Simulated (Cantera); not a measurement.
Input (Python, Cantera) and output of one run.

```python
import numpy as np
import cantera as ct

gas_names = """
    Cr CrO CrO2 CrO3 H HO2 H2 H2O H2O2 O OH O2 O3
""".split()
cond_names = """
    Cr(cr) Cr(L) Cr2O3(s) Cr2O3(L) H2O(s) H2O(L)
""".split()


# ... load() reads the species with a 1 bar reference pressure and builds the phases ...
atoms = {
    'Cr': {'Cr': 1},
    'O2': {'O': 2},
    'H2': {'H': 2},
}
top_T = {}  # K; cautious upper limits of use, not melting points


# ... equilibrate(T, P, feed) seeds the gas with the atoms and calls Mixture.equilibrate('TP', solver="vcs", rtol=1e-11, max_steps=5000) ...
results = []
feed = {'Cr': 1, 'O2': 0.11, 'H2': 61}  # mol
P = 10000  # Pa
for T in [1400, 1500, 1600, 1700, 1800, 1900, 2000, 2100, 2200, 2300, 2400, 2500, 2600]:
    mix = equilibrate(T, P, feed)
    results.append((T, P, feed, dict(zip(mix.species_names, mix.species_moles))))

top = {s: max(r[3][s] / sum(r[3][g] for g in gas_names) for r in results) for s in gas_names}
cols = sorted((s for s in top if top[s] > 0.0001), key=lambda s: -top[s])[:7]
seen = [c for c in cond_names if any(r[3].get(c, 0) > 1e-12 for r in results)]
print("log10 of partial pressures in bar; condensed amounts in mol")
print(f"{'T/K':>10s}" + "".join(f"{s[:9]:>10s}" for s in cols + seen))
for T, P, feed, n in results:
    ng = sum(n[g] for g in gas_names)
    print(f"{T:10.4g}" + "".join(f"{np.log10(max(n[s] / ng * P / 1e5, 1e-99)):10.3f}" for s in cols)
          + "".join(f"{n.get(c, 0):10.4g}" for c in seen))
```

It prints:

```
log10 of partial pressures in bar; condensed amounts in mol
       T/K        H2         H        Cr       H2O    Cr(cr)  Cr2O3(s)
      1400    -1.000    -5.813    -7.210    -4.215    0.8781   0.06093
      1500    -1.001    -5.255    -6.250    -3.907    0.9034   0.04814
      1600    -1.001    -4.765    -5.414    -3.638    0.9445   0.02657
      1700    -1.002    -4.333    -4.681    -3.443    0.9873         0
      1800    -1.002    -3.947    -4.033    -3.444    0.9432         0
      1900    -1.004    -3.603    -3.456    -3.446    0.7853         0
      2000    -1.009    -3.293    -2.942    -3.453    0.2904         0
      2100    -1.013    -3.013    -2.796    -3.458         0         0
      2200    -1.016    -2.758    -2.797    -3.461         0         0
      2300    -1.022    -2.525    -2.800    -3.465         0         0
      2400    -1.030    -2.314    -2.805    -3.472         0         0
      2500    -1.043    -2.121    -2.811    -3.482         0         0
      2600    -1.061    -1.946    -2.819    -3.497         0         0
```

Cantera equilibrium calculation (NASA polynomials, part measured and part estimated; ideal gas, pure solids and liquids). Mutual solubility and eutectic melting of coexisting phases are not modelled.
